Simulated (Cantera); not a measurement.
Mixture: 4.36 % C₃H₈, 13.6 % O₂, 82.0 % N₂, equivalence ratio 1.6, at 1.20 bar, adiabatic and at constant pressure. Ignition delay is the time to a rise of 400 K.

Model: GRI-Mech 3.0 (53 species, 325 reactions), integrated in Cantera. GRI-Mech 3.0 was tuned for natural gas; its chemistry of propane as a main component is partial and can be far from experiment.

Problem. Predict: delay at 1000 K; delay at 1100 K; delay at 1200 K; delay at 1300 K; delay at 1400 K; delay at 1500 K; apparent activation energy between 1300 and 1500 K.

Solution. 
- delay at 1000 K = 0.739 s
- delay at 1100 K = 70.0 ms
- delay at 1200 K = 7.91 ms
- delay at 1300 K = 1.27 ms
- delay at 1400 K = 0.302 ms
- delay at 1500 K = 0.101 ms
- apparent activation energy between 1300 and 1500 K = 210 kJ/mol
